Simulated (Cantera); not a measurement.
A perfectly stirred reactor is fed with 28.6 % CH4, 71.4 % CO2, at 330 Torr; it is held at 1973 K, and followed from long to short residence time.

Model: GRI-Mech 3.0 (53 species, 325 reactions), integrated in Cantera.

x: mole fraction; the columns are a selection and need not sum to one.

| τ (s) | x CH4 | x CO2 | x C2H | x CH2O | x HO2 | x C2H6 |
|---|---|---|---|---|---|---|
| 6.7 | 0.000178 | 0.104 | 6.05e-10 | (withheld) | 3.82e-11 | 1.29e-9 |
| 1.9 | 0.000627 | 0.105 | 7.04e-9 | (withheld) | 3.66e-11 | 1.52e-8 |
| 0.53 | 0.00191 | 0.107 | 6.38e-8 | (withheld) | 3.70e-11 | 1.40e-7 |
| 0.15 | 0.00472 | 0.118 | 3.83e-7 | (withheld) | 4.11e-11 | 8.76e-7 |
| 0.042 | 0.00984 | 0.152 | 1.46e-6 | (withheld) | 5.45e-11 | 4.02e-6 |
| 0.012 | 0.0195 | 0.224 | 3.31e-6 | (withheld) | 7.84e-11 | 1.53e-5 |
| 0.0033 | 0.0447 | 0.349 | 4.34e-6 | (withheld) | 8.85e-11 | 5.74e-5 |

Q: Complete the blanks.

A: 
- 6.7, x CH2O: 2.38e-7
- 1.9, x CH2O: 7.73e-7
- 0.53, x CH2O: 2.39e-6
- 0.15, x CH2O: 6.67e-6
- 0.042, x CH2O: 1.87e-5
- 0.012, x CH2O: 5.15e-5
- 0.0033, x CH2O: 0.000112
